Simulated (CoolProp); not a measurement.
Properties of 1,2-dichloroethane along the isotherm 226.85 °C.

The numbers come from the reference Helmholtz-energy equation of state, Thol 2015 in CoolProp.

```json
[
 {"p (bar)": "13.1", "phase": "gas", "density (kg/m³)": "36.41", "cv (kJ/(kg K))": "0.9845", "Joule-Thomson coefficient (K/MPa)": "15.57", "expansivity (1/kK)": "3.303", "fugacity coefficient": "0.8741"},
 {"p (bar)": "26.1", "phase": "liquid", "density (kg/m³)": "870.6", "cv (kJ/(kg K))": "1.060", "Joule-Thomson coefficient (K/MPa)": "0.4809", "expansivity (1/kK)": "3.440", "fugacity coefficient": "0.6750"},
 {"p (bar)": "39.2", "phase": "liquid", "density (kg/m³)": "881.5", "cv (kJ/(kg K))": "1.056", "Joule-Thomson coefficient (K/MPa)": "0.3801", "expansivity (1/kK)": "3.125", "fugacity coefficient": "0.4657"},
 {"p (bar)": "52.3", "phase": "liquid", "density (kg/m³)": "891.2", "cv (kJ/(kg K))": "1.052", "Joule-Thomson coefficient (K/MPa)": "0.3019", "expansivity (1/kK)": "2.886", "fugacity coefficient": "0.3616"},
 {"p (bar)": "65.3", "phase": "liquid", "density (kg/m³)": "899.9", "cv (kJ/(kg K))": "1.049", "Joule-Thomson coefficient (K/MPa)": "0.2392", "expansivity (1/kK)": "2.698", "fugacity coefficient": "0.2998"},
 {"p (bar)": "78.4", "phase": "liquid", "density (kg/m³)": "907.9", "cv (kJ/(kg K))": "1.046", "Joule-Thomson coefficient (K/MPa)": "0.1869", "expansivity (1/kK)": "2.543", "fugacity coefficient": "0.2584"},
 {"p (bar)": "91.5", "phase": "liquid", "density (kg/m³)": "915.2", "cv (kJ/(kg K))": "1.044", "Joule-Thomson coefficient (K/MPa)": "0.1427", "expansivity (1/kK)": "2.413", "fugacity coefficient": "0.2291"},
 {"p (bar)": "105", "phase": "liquid", "density (kg/m³)": "922.3", "cv (kJ/(kg K))": "1.042", "Joule-Thomson coefficient (K/MPa)": "0.1035", "expansivity (1/kK)": "2.299", "fugacity coefficient": "0.2068"},
 {"p (bar)": "118", "phase": "liquid", "density (kg/m³)": "928.6", "cv (kJ/(kg K))": "1.041", "Joule-Thomson coefficient (K/MPa)": "0.07070", "expansivity (1/kK)": "2.204", "fugacity coefficient": "0.1903"},
 {"p (bar)": "131", "phase": "liquid", "density (kg/m³)": "934.6", "cv (kJ/(kg K))": "1.039", "Joule-Thomson coefficient (K/MPa)": "0.04173", "expansivity (1/kK)": "2.120", "fugacity coefficient": "0.1772"}
]
```
